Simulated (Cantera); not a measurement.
Charge: 1 mol Si2H6, 0.28 mol CO2, 13 mol N2, at 2.10 mbar.

Equilibrium computed with Cantera from the NASA thermochemical tables; the gas is ideal and each condensed phase is pure. Candidate condensed phases: C, C6H6, C7H8, C8H18, H2O, Si, SiC, SiO2, Si2N2O, Si3N4; 151 gas species. The feed counts by its element totals alone. N2 is the only nitrogen source here; it is nearly inert below about 1500 K, so the nitride shown seldom forms there in practice. Mutual solubility and eutectic melting of coexisting phases are not modelled. Kinetics and transport are ignored.

Problem. Which condensed phases are stable at each of these points (T (°C)): 550, 600, 650, 700, 750, 800, 850, 900, 950, 1000, 1050, 1100, 1150?

Solution. 
| T (°C) | condensed phases | Si condensed (%) |
|---|---|---|
| 550 | C(graphite) + Si2N2O(s) + Si3N4(s) | 100.0 |
| 600 | C(graphite) + Si2N2O(s) + Si3N4(s) | 100.0 |
| 650 | C(graphite) + Si2N2O(s) + Si3N4(s) | 100.0 |
| 700 | C(graphite) + Si2N2O(s) + Si3N4(s) | 100.0 |
| 750 | C(graphite) + Si2N2O(s) + Si3N4(s) | 100.0 |
| 800 | C(graphite) + Si2N2O(s) + Si3N4(s) | 100.0 |
| 850 | C(graphite) + Si2N2O(s) + Si3N4(s) | 100.0 |
| 900 | C(graphite) + Si2N2O(s) + Si3N4(s) | 100.0 |
| 950 | C(graphite) + Si2N2O(s) + Si3N4(s) | 100.0 |
| 1000 | SiC(s) + Si2N2O(s) + Si3N4(s) | 100.0 |
| 1050 | SiC(s) + Si2N2O(s) + Si3N4(s) | 100.0 |
| 1100 | SiC(s) + Si2N2O(s) + Si3N4(s) | 100.0 |
| 1150 | SiC(s) + Si2N2O(s) + Si3N4(s) | 100.0 |

From 550 °C to 950 °C the condensed part is C(graphite) + Si2N2O(s) + Si3N4(s). From 1000 °C to 1150 °C the condensed part is SiC(s) + Si2N2O(s) + Si3N4(s).
